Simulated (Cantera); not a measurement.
Transport properties of process gases

Gas mixture: 100 % NO, at 1.01 bar, frozen composition.

Cantera's kinetic-theory transport with the Lennard-Jones parameters of GRI-Mech 3.0, ideal gas; thermal conductivity in the multicomponent form. The composition is frozen, though it would react at the higher temperatures.

```
T (K)  ρ (kg/m³)  cp (J/kg/K)  μ (µPa s)  λ (mW/m/K)     Pr  D (cm²/s) OH  D (cm²/s) H2O  D (cm²/s) CH4
-----  ---------  -----------  ---------  ----------  -----  ------------  -------------  -------------
400        0.914        998.6       23.1        32.5  0.711         0.517          0.391          0.369
650        0.563         1054       32.3        48.1  0.708          1.18          0.960          0.850
900        0.406         1114       40.1        63.1  0.707          2.03           1.71           1.47
1150       0.318         1153       47.0        76.7  0.707          3.05           2.62           2.22
1400       0.261         1181       53.4        89.3  0.707          4.23           3.66           3.08
1650       0.222         1202       59.4         101  0.706          5.55           4.84           4.04
1900       0.192         1219       65.1         112  0.706          7.01           6.14           5.11
```
D: mixture-averaged diffusion coefficient of that species in the mixture.
